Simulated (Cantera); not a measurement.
Feed: 1 mol SiH4, 0.36 mol CO2, 0.35 mol H2, at 1523 K and 44.0 Pa.

These are equilibrium values from Cantera (NASA tables, ideal gas, pure condensed phases), not measurements of a reactor. Candidate condensed phases: C, C6H6, C7H8, C8H18, H2O, Si, SiC, SiO2; 123 gas species. Kinetics and transport are ignored.

Base state: H2 0.765, SiO 0.221, CO 0.0130, H 0.000963, Si 2.90e-5 (mole fractions); condensed: SiC(s).

Task: What changes in the equilibrium state with this change: temperature from 1523 K to 2148 K?

Result: 
| species | before | after |
|---|---|---|
| H2 | 0.765 | 0.518 |
| Si | 2.90e-5 | 0.155 |
| H | 0.000963 | 0.143 |
| CO | 0.0130 | 0.0893 |
| SiO | 0.221 | 0.0916 |
| Si2 | 3.08e-8 | 0.000691 |
| SiC2 | <1e-9 | 2.18e-5 |
| SiC(s), mol | 0.320 | 0 |
Gases not in the tables: Si2H6 and higher silanes.
